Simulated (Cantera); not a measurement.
Feed: 1 mol Si2Cl6, 81 mol H2, equilibrated at 0.00540 bar.

Method: chemical equilibrium by Gibbs-energy minimisation in Cantera with the NASA 1993 tables (ideal gas, pure condensed phases). Candidate condensed phases: Si; 19 gas species. The feed counts by its element totals alone. Equilibrium is a limit: real reactors are often held back by kinetics, nucleation or transport.

What share of the Si ends up in condensed phases as a function of T (K), at 850, 925, 1000, 1075, 1150, 1225, 1300, 1375?


| T (K) | Si condensed (%) | as |
|---|---|---|
| 850 | 27.0 | Si(s) |
| 925 | 34.1 | Si(s) |
| 1000 | 44.4 | Si(s) |
| 1075 | 55.2 | Si(s) |
| 1150 | 62.2 | Si(s) |
| 1225 | 64.1 | Si(s) |
| 1300 | 63.6 | Si(s) |
| 1375 | 62.3 | Si(s) |
